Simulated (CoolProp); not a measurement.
Saturated liquid density (kg/m³) of C3F8 (R218): the reference equation beside estimates from Tc = 345.0 K, pc = 26.40 bar, ω = 0.317. Rackett uses Z = 0.29056 − 0.08775 ω.

Model: reference Helmholtz-energy equation of state, Lemmon 2006, in CoolProp. It is a short technical equation, of lower accuracy than the large ones.

```csv
T (K),reference,Rackett,Redlich-Kwong,Soave-Redlich-Kwong,Peng-Robinson
164.9,1869,1999,1707,1751,1968
176.3,1830,1958,1673,1722,1937
187.6,1790,1917,1637,1691,1905
198.9,1750,1874,1599,1658,1869
210.2,1710,1830,1559,1622,1831
221.5,1668,1784,1515,1583,1789
232.8,1625,1737,1470,1541,1743
244.2,1580,1687,1420,1495,1692
255.5,1534,1635,1367,1444,1637
266.8,1484,1580,1310,1388,1575
278.1,1431,1520,1248,1326,1505
289.4,1373,1456,1181,1257,1427
```

Absolute difference from the reference over all 12 rows, mean and median: Rackett 6.8 and 6.9 %, Redlich-Kwong 10.1 and 9.4 %, Soave-Redlich-Kwong 6.0 and 5.7 %, Peng-Robinson 6.2 and 6.6 %.
